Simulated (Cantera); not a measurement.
# Stirred combustor or abatement burner

A perfectly stirred reactor is fed with 7.85 % CH4, 11.3 % H2, 16.9 % O2, 63.9 % N2, equivalence ratio 1.3, at 5.00 bar; it is adiabatic with a 775 K inlet, and is followed from long to short residence time, starting on the burning branch (τ in s: 0.11, 0.041, 0.016, 0.006, 0.0023, 0.00087, 0.00033, 0.00013, 4.8e-05, 1.8e-05, 7e-06).

Computed with Cantera and GRI-Mech 3.0 (53 species, 325 reactions).

```csv
τ (s),T (K),x CH4,x H2,x O2,x HCN,x H,x CO
0.11,2500,1.08e-6,0.0460,0.000183,2.61e-7,0.00248,0.0443
0.041,2499,2.77e-6,0.0460,0.000200,6.49e-7,0.00254,0.0443
0.016,2497,6.43e-6,0.0461,0.000242,1.50e-6,0.00268,0.0443
0.0060,2491,1.40e-5,0.0461,0.000341,3.32e-6,0.00300,0.0444
0.0023,2481,2.64e-5,0.0463,0.000547,6.35e-6,0.00361,0.0444
0.00087,2463,4.62e-5,0.0467,0.000959,1.06e-5,0.00465,0.0446
0.00033,2434,7.90e-5,0.0474,0.00172,1.54e-5,0.00626,0.0449
0.00013,2393,0.000138,0.0484,0.00300,1.96e-5,0.00842,0.0455
4.8e-5,2333,0.000278,0.0502,0.00532,2.34e-5,0.0113,0.0465
1.8e-5,2256,0.000652,0.0528,0.00951,2.79e-5,0.0140,0.0486
7.0e-6,2146,0.00219,0.0588,0.0201,3.53e-5,0.0130,0.0527
```
x: mole fraction; the columns are a selection and need not sum to one.
